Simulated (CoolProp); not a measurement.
Vapour-liquid equilibrium of acetone (1) + dimethyl carbonate (2) at 112.25 °C; x and y are mole fractions of (1).

Model: multi-fluid Helmholtz-energy mixture model, Lemmon 2006 and Zhou 2011; pair parameters Bell 2016, in CoolProp.

Task: Give the bubble pressure and the first vapour's composition at x = 0.2, 0.65, 0.8. Is there an azeotrope?

Result: x = 0.2: 2.611 bar, y = 0.383; x = 0.65: 3.941 bar, y = 0.806; x = 0.8: 4.402 bar, y = 0.899. No azeotrope shows between x = 0.05 and 0.95.

Pair parameters are fitted to limited data, so mixtures are less certain than the pure fluids. The gap from Raoult's law changes sign with composition, which may be real or a fault of the pair parameters; it wasn't checked against measurements.
